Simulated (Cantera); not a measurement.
A perfectly stirred reactor is fed with N₂O : H₂O = 1 : 0.0051 (molar parts), at 0.0180 bar; it is held at 1600 K, and followed from long to short residence time.

Detailed kinetics in Cantera: GRI-Mech 3.0 (53 species, 325 reactions). GRI-Mech 3.0 was tuned for natural gas; its chemistry of N2O as a main component is partial and can be far from experiment. Radical loss at walls, strong at low pressure, is not modelled. The temperature is held fixed by assumption; the heat of reaction is taken as removed at once.

Question: What does this change do: N2O 1 to 2.7 parts?

Answer: 
| quantity | before | after |
|---|---|---|
| x(N₂O) at τ = 8.20 s | 0.0253 | 0.0257 |
| x(H₂O) at τ = 8.20 s | 0.00335 | 0.00123 |
| x(OH) at τ = 8.20 s | 0.000152 | 9.35e-5 |
| x(O) at τ = 8.20 s | 0.000147 | 0.000152 |
| x(H₂O₂) at τ = 8.20 s | 1.80e-10 | 7.12e-11 |
| x(N₂O) at τ = 0.100 s | 0.670 | 0.675 |
| x(H₂O) at τ = 0.100 s | 0.00444 | 0.00163 |
| x(OH) at τ = 0.100 s | 0.000169 | 0.000102 |
| x(O) at τ = 0.100 s | 0.000167 | 0.000169 |
| x(H₂O₂) at τ = 0.100 s | 2.28e-9 | 6.54e-10 |

Question: What does this change do: temperature 1600 to 1125 K?

Answer: 
```tsv
quantity	before	after
x(N₂O) at τ = 8.20 s	0.0253	0.965
x(H₂O) at τ = 8.20 s	0.00335	0.00502
x(OH) at τ = 8.20 s	0.000152	2.62e-6
x(O) at τ = 8.20 s	0.000147	5.09e-7
x(H₂O₂) at τ = 8.20 s	1.80e-10	5.10e-10
x(N₂O) at τ = 0.100 s	0.670	0.995
x(H₂O) at τ = 0.100 s	0.00444	0.00507
x(OH) at τ = 0.100 s	0.000169	3.56e-7
x(O) at τ = 0.100 s	0.000167	5.33e-7
x(H₂O₂) at τ = 0.100 s	2.28e-9	2.37e-9
```
The mechanism lacks the step 2 NO + O2 → 2 NO2, which can matter for NO2 below about 1400 K.
